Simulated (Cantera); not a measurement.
Input: 1 mol Fe3O4, 250 mol H2.

Cantera equilibrium calculation (NASA polynomials, part measured and part estimated; ideal gas, pure solids and liquids). Candidate condensed phases: Fe, FeO, Fe(OH)2, Fe(OH)3, Fe2O3, Fe3O4, H2O; 12 gas species. Rates play no part.

Stable condensed phases, one row left out:

```
T in K \ P in Pa
              10      68     460    3200   22000  150000 1000000
   2098        A       A       A       A       B       B       B
   2023        A       A       A       A       B       B       B
   1948        A       A       A       B       B       B       B
   1798        A       A       B       B       B       B       B
   1723        A       A       B       B       B       B       B
   1648        A       B       B       B       B       B       B
   1573        B       B       B       B       B       B       B
   1498        B       B       B       B       B       B       B
   1423        B       B       B       B       B       B       B
   1348        B       B       B       B       B       B       B
   1273        B       B       B       B       B       B       B
   1198        B       B       B       B       B       B       B
```

A: gas only; B: Fe.

### Question
Give the row for 1873 K.

### Answer
10: gas only; 68: gas only; 460: gas only; 3200: Fe; 22000: Fe; 150000: Fe; 1000000: Fe.
